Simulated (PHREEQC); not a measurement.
1 kg of water holding 0.28 mol KCl, 0.27 mol MgCl2, 0.098 mol NaCl, 0.004 mol SrCl2 and 0.17 mol CaCl2 is evaporated at 25 °C; the solids stay in contact with the brine. The system is closed to CO2. Only these solids could form: Bischofite, Brucite, Carnallite, Halite, Portlandite, Sylvite, MgCl2_4H2O.

Model: Pitzer model, pitzer.dat, run in PHREEQC.

```
water left (kg)  ionic strength  water activity  Sylvite (mol)  Carnallite (mol)
---------------  --------------  --------------  -------------  ----------------
1                          1.71           0.965              0                 0
0.8219                     2.08           0.957              0                 0
0.6755                     2.53           0.946              0                 0
0.5552                     3.08           0.932              0                 0
0.4563                     3.75           0.913              0                 0
0.375                      4.56           0.889              0                 0
0.3082                     5.55           0.857              0                 0
0.2533                     6.75           0.815              0                 0
0.2082                     8.21           0.760              0                 0
0.1711                     9.88           0.694         0.0194                 0
0.1407                     11.3           0.633          0.123                 0
0.1156                     13.0           0.557          0.189                 0
0.09502                    14.9           0.476          0.227                 0
0.0655                     15.8           0.448          0.127             0.116
0.04176                    17.7           0.389         0.0494             0.207
```

Sylvite from water left = 0.1711 kg; Halite from water left = 0.1156 kg; Carnallite from water left = 0.0655 kg.
